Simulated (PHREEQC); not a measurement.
A solution holds 0.0059 mol/kgw H2SeO3, 0.17 mol/kgw H3PO4 and 0.011 mol/kgw CaCl2, at 25 °C. Closed to the air; pH follows from the charge balance.

Computed with PHREEQC (ion-association model, wateq4f.dat).

This is a speciation only: nothing precipitates in the calculation.

Question: Predict the pH, ionic strength.

Answer: pH 1.49; ionic strength 0.0650 mol/kgw.

Question: In which forms is Ca present?

Answer: Ca+2 72 %, CaH2PO4+ 28 % of the Ca.

Species that the database lacks are ignored. H3PO4, which wateq4f.dat lacks, is added to it with the constant of phreeqc.dat.
